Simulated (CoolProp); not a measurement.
Vapour-liquid equilibrium of R134a (1) + R227EA (2) at 0.0825 MPa; x and y are mole fractions of (1).

Values from CoolProp's multi-fluid Helmholtz-energy mixture model, Tillner-Roth 1994 and Lemmon 2016; pair parameters Bell 2016.

```json
[
 {"x": "0.05", "bubble temperature, mixture model (°C)": "-21.9", "bubble temperature, Raoult's law (°C)": "-21.6", "y, mixture model": "0.084", "y, Raoult's law": "0.075"},
 {"x": "0.15", "bubble temperature, mixture model (°C)": "___", "bubble temperature, Raoult's law (°C)": "-22.7", "y, mixture model": "___", "y, Raoult's law": "0.214"},
 {"x": "0.25", "bubble temperature, mixture model (°C)": "-24.7", "bubble temperature, Raoult's law (°C)": "-23.8", "y, mixture model": "0.357", "y, Raoult's law": "0.340"},
 {"x": "0.35", "bubble temperature, mixture model (°C)": "-25.9", "bubble temperature, Raoult's law (°C)": "-24.8", "y, mixture model": "0.466", "y, Raoult's law": "0.455"},
 {"x": "0.45", "bubble temperature, mixture model (°C)": "-26.9", "bubble temperature, Raoult's law (°C)": "-25.8", "y, mixture model": "0.562", "y, Raoult's law": "0.560"},
 {"x": "0.55", "bubble temperature, mixture model (°C)": "-27.7", "bubble temperature, Raoult's law (°C)": "-26.7", "y, mixture model": "0.649", "y, Raoult's law": "0.655"},
 {"x": "0.65", "bubble temperature, mixture model (°C)": "-28.5", "bubble temperature, Raoult's law (°C)": "-27.6", "y, mixture model": "0.730", "y, Raoult's law": "0.743"},
 {"x": "0.75", "bubble temperature, mixture model (°C)": "-29.2", "bubble temperature, Raoult's law (°C)": "-28.5", "y, mixture model": "0.808", "y, Raoult's law": "0.824"},
 {"x": "0.85", "bubble temperature, mixture model (°C)": "-29.7", "bubble temperature, Raoult's law (°C)": "-29.3", "y, mixture model": "___", "y, Raoult's law": "0.898"},
 {"x": "0.95", "bubble temperature, mixture model (°C)": "___", "bubble temperature, Raoult's law (°C)": "-30.1", "y, mixture model": "___", "y, Raoult's law": "0.967"}
]
```

Q: What belongs in the gaps?

A: 
- 0.15, bubble temperature, mixture model (°C): -23.4
- 0.15, y, mixture model: 0.232
- 0.85, y, mixture model: 0.883
- 0.95, bubble temperature, mixture model (°C): -30.2
- 0.95, y, mixture model: 0.960

The largest gap from Raoult's law is -1.1 K in bubble temperature, at x = 0.45. No azeotrope shows between x = 0.05 and 0.95.

The pair parameters rest on a limited set of measurements; away from them the model extrapolates.
